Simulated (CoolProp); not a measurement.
A Linde-Hampson liquefier for methane: isothermal reversible compression at 250 K from 1 atm to 20 MPa, throttling to 1 atm, return gas leaving the recuperator 5 K below the feed. Each further row changes one setting.

Values from CoolProp's reference Helmholtz-energy equation of state, Setzmann 1991.

```
case                        liquid yield per pass  compression work (kJ/kg of gas)
--------------------------  ---------------------  -------------------------------
as stated                                     ___                              613
high pressure 40 MPa                          ___                              ___
warm-end temperature 280 K                    ___                              ___
warm-end gap 10 K                             ___                              613
```

Task: Some entries are withheld; supply them.

Result: 
- as stated, liquid yield per pass: 0.317
- high pressure 40 MPa, liquid yield per pass: 0.347
- high pressure 40 MPa, compression work (kJ/kg of gas): 688
- warm-end temperature 280 K, liquid yield per pass: 0.229
- warm-end temperature 280 K, compression work (kJ/kg of gas): 714
- warm-end gap 10 K, liquid yield per pass: 0.307
